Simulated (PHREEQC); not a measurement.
PHREEQC input (ion-association model, phreeqc.dat):

```
SOLUTION_SPECIES
  CO3-2 + 10 H+ + 8 e- = CH4 + 3 H2O  # shut off: no methane
    -log_k -100
    -delta_h 0
    -analytic -100
SOLUTION 1
  temp 25
  units mol/kgw
  pH 7 charge
END
SELECTED_OUTPUT 1
  -reset false
  -pH true
  -pe true
  -ionic_strength true
  -water true
  -totals C C(-4) C(4) Hdg
  -molalities H+ CO3-2 OH- HCO3- CO2 (CO2)2
USER_PUNCH 1
  -headings p_CO2(g) phi_CO2(g) p_Hdg(g) phi_Hdg(g) p_H2O(g) phi_H2O(g) density
  10 PUNCH PR_P("CO2(g)"), PR_PHI("CO2(g)"), PR_P("Hdg(g)"), PR_PHI("Hdg(g)"), PR_P("H2O(g)"), PR_PHI("H2O(g)"), RHO
PRINT
  -reset false
USE solution 1
REACTION_TEMPERATURE 1
  25
GAS_PHASE 1
  -fixed_pressure
  -pressure 1
  -temperature 25
  -volume 20
  CO2(g) 0.54
  Hdg(g) 0.46
  H2O(g) 0
END
# ... the last block is repeated for the other 9 points of P (atm)
```

Selected output (columns that matter, 10 of 10 rows; P (atm) added in front):

```
P (atm)	pH	mu	C	Hdg	m_H+	m_OH-	m_CO2	p_CO2(g)	phi_CO2(g)	p_Hdg(g)	phi_Hdg(g)	p_H2O(g)	phi_H2O(g)	density
1	4.0559	8.8883e-05	0.017487	0.00036095	8.8883e-05	1.1634e-10	0.017387	0.51342	0.99522	0.45491	1.0014	0.03167	0.99175	0.9972
2	3.903	0.00012663	0.035288	0.00073382	0.00012663	8.2047e-11	0.035116	1.0434	0.99053	0.92472	1.0027	0.031932	0.98402	0.99741
3	3.815	0.0001553	0.052891	0.0011067	0.0001553	6.7121e-11	0.052634	1.5734	0.98587	1.3944	1.004	0.032197	0.97634	0.99762
5	3.7054	0.00020025	0.087516	0.0018524	0.00020025	5.2314e-11	0.087038	2.6341	0.97659	2.3332	1.0067	0.032735	0.96114	0.99802
7.5	3.6196	0.00024433	0.12973	0.0027846	0.00024433	4.3082e-11	0.12888	3.9606	0.96511	3.5059	1.0101	0.033423	0.9424	0.99852
10	3.5597	0.0002808	0.17079	0.0037172	0.0002808	3.7637e-11	0.16945	5.2881	0.95376	4.6777	1.0136	0.034129	0.92396	0.999
15	3.4771	0.00034031	0.24948	0.0055836	0.00034031	3.1269e-11	0.2469	7.9457	0.93142	7.0187	1.0206	0.035594	0.88798	0.99992
20	3.42	0.00038855	0.32373	0.0074527	0.00038855	2.755e-11	0.31959	10.606	0.90957	9.3564	1.0279	0.037135	0.85317	1.0008
30	3.343	0.00046482	0.45945	0.011204	0.00046482	2.3275e-11	0.4515	15.937	0.86732	14.022	1.0432	0.040461	0.78698	1.0024
40	3.2916	0.00052392	0.57908	0.014979	0.00052392	2.085e-11	0.56676	21.279	0.82697	18.677	1.0595	0.04414	0.7252	1.0039
```
